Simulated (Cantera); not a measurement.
Input: 1 mol Ca(OH)2, 0.17 mol CO2, 0.64 mol H2O, equilibrated at 0.790 bar.

Equilibrium computed with Cantera from the NASA thermochemical tables; the gas is ideal and each condensed phase is pure. Candidate condensed phases: C, C6H6, C7H8, C8H18, Ca, CaCO3, CaO, Ca(OH)2, H2O; 115 gas species. The numbers say what is thermodynamically allowed, not how fast it happens.

### Question
At 1252 °C, list the 6 most abundant gas species with their mole fractions, and the condensed phases.

### Answer
H2O 0.906, CO2 0.0938, H2 0.000230, O2 0.000135, CO 6.43e-5, OH 4.93e-5. Condensed: CaO(s).
